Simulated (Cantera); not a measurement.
A closed system holds: 1 mol SiH2Cl2, 4.9 mol H2, at 0.00130 bar.

These are equilibrium values from Cantera (NASA tables, ideal gas, pure condensed phases), not measurements of a reactor. Candidate condensed phases: Si; 19 gas species. The numbers say what is thermodynamically allowed, not how fast it happens.

Over these rows the condensed part is Si(s). Partial pressures as log10 of bar:

| T (K) | 1000/T (1/K) | log p SiH2Cl2 | log p H2 | log p HCl | log p SiCl2 |
|---|---|---|---|---|---|
| 1098 | 0.9107 | -7.06 | -2.96 | -3.91 | -4.56 |
| 1198 | 0.8347 | -7.33 | -2.98 | -3.77 | -4.20 |
| 1298 | 0.7704 | -7.72 | -2.99 | -3.74 | -4.07 |
| 1398 | 0.7153 | -8.11 | -2.99 | -3.74 | -4.03 |
| 1498 | 0.6676 | -8.47 | -2.99 | -3.75 | -4.01 |
| 1598 | 0.6258 | ? | -2.99 | -3.76 | -4.00 |

Problem. Fit log p(SiH2Cl2) = a + b·(1000/T) to the five rows, give the apparent enthalpy, and predict the row at 1598 K.

Solution. Means: 1000/T = 0.7797, log p = -7.738. Sxy = 0.217105, Sxx = 0.0369863, so b = 5.87 and a = -7.738 − (5.87)×0.7797 = -12.32.
Apparent enthalpy: −19.145 × (5.87) = -112 kJ/mol. With the condensed phases at unit activity, Si(s) + 2 HCl(g) = SiH2Cl2(g) links this pressure to the main gases: over the six rows their terms move log p by +0.30 in all, so the slope isn't that reaction's ΔH° alone. The five rows lie within 0.09 of the line.
Prediction at 1598 K: -12.32 + (5.87)×0.6258 = -8.65. The computed value is -8.78, 0.13 from the line.
